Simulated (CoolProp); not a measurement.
C3F8 (R218) along the isobar 618 kPa: fugacity coefficient from the reference equation and from simpler models built on Tc = 345.0 K, pc = 2640 kPa, ω = 0.317; each cubic takes its own stable root.

Model: reference Helmholtz-energy equation of state, Lemmon 2006, in CoolProp. It is a short technical equation, of lower accuracy than the large ones.

| T (K) | phase | reference |
|---|---|---|
| 289.8 | gas | 0.8572 |
| 306.5 | gas | 0.8839 |
| 323.2 | gas | 0.9041 |
| 339.9 | gas | 0.9198 |
| 356.6 | gas | 0.9324 |
| 373.3 | gas | 0.9426 |
| 389.9 | gas | 0.9510 |
| 406.6 | gas | 0.9581 |
| 423.3 | gas | 0.9640 |
| 440 | gas | 0.9691 |

Q: How far does each simpler model (van der Waals, Redlich-Kwong, Soave-Redlich-Kwong, Peng-Robinson) lie from the reference over these 10 states: mean and median of the absolute difference, and the worst?

A: 
- van der Waals: mean 1.2 %, median 0.6 %, worst +4.4 % at 289.8 K and 618 kPa
- Redlich-Kwong: mean 0.6 %, median 0.6 %, worst +1.6 % at 289.8 K and 618 kPa
- Soave-Redlich-Kwong: mean 0.2 %, median 0.2 %, worst +0.3 % at 289.8 K and 618 kPa
- Peng-Robinson: mean 0.9 %, median 1.0 %, worst -1.2 % at 323.2 K and 618 kPa
